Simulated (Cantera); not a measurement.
**Equilibrium for fluorocarbon and chlorocarbon gases: CHF₃ + H₂**

Input: 1 mol CHF₃, 0.092 mol H₂, at 1.33 mbar.

Equilibrium computed with Cantera from the NASA thermochemical tables; the gas is ideal and each condensed phase is pure. Candidate condensed phases: C, C₆H₆, C₇H₈, C₈H₁₈; 95 gas species. Equilibrium is a limit: real reactors are often held back by kinetics, nucleation or transport.

From 2573 K to 2873 K the condensed part is C(graphite). At 2923 K nothing is condensed. The main C-bearing gas is CF₂ at 2573 K and C₃ at 2923 K. The share of C in condensed phases is highest at 2573 K (84.3 %) and lowest at 2923 K (0.0 %).

```json
[
 {"T (K)": "2573", "x F": "0.545", "x HF": "0.403", "x C₃": "0.00112", "x CF": "0.0221", "x H": "0.00164", "x CF₂": "0.0274", "x C": "0.000331", "n C(graphite)": "0.843"},
 {"T (K)": "2623", "x F": "0.551", "x HF": "0.398", "x C₃": "0.00230", "x CF": "0.0258", "x H": "0.00272", "x CF₂": "0.0202", "x C": "0.000625", "n C(graphite)": "0.840"},
 {"T (K)": "2673", "x F": "0.553", "x HF": "0.392", "x C₃": "0.00460", "x CF": "0.0296", "x H": "0.00445", "x CF₂": "0.0149", "x C": "0.00115", "n C(graphite)": "0.819"},
 {"T (K)": "2723", "x F": "0.552", "x HF": "0.384", "x C₃": "0.00893", "x CF": "0.0337", "x H": "0.00713", "x CF₂": "0.0110", "x C": "0.00208", "n C(graphite)": "0.771"},
 {"T (K)": "2773", "x F": "0.547", "x HF": "0.373", "x C₃": "0.0169", "x CF": "0.0379", "x H": "0.0112", "x CF₂": "0.00806", "x C": "0.00367", "n C(graphite)": "0.678"},
 {"T (K)": "2823", "x F": "0.537", "x HF": "0.356", "x C₃": "0.0314", "x CF": "0.0420", "x H": "0.0172", "x CF₂": "0.00586", "x C": "0.00634", "n C(graphite)": "0.505"},
 {"T (K)": "2873", "x F": "0.519", "x HF": "0.331", "x C₃": "0.0568", "x CF": "0.0456", "x H": "0.0257", "x CF₂": "0.00418", "x C": "0.0108", "n C(graphite)": "0.182"},
 {"T (K)": "2923", "x F": "0.515", "x HF": "0.307", "x C₃": "0.0690", "x CF": "0.0446", "x H": "0.0368", "x CF₂": "0.00278", "x C": "0.0158", "n C(graphite)": "0"}
]
```
x: gas mole fraction; n: condensed amount in mol.
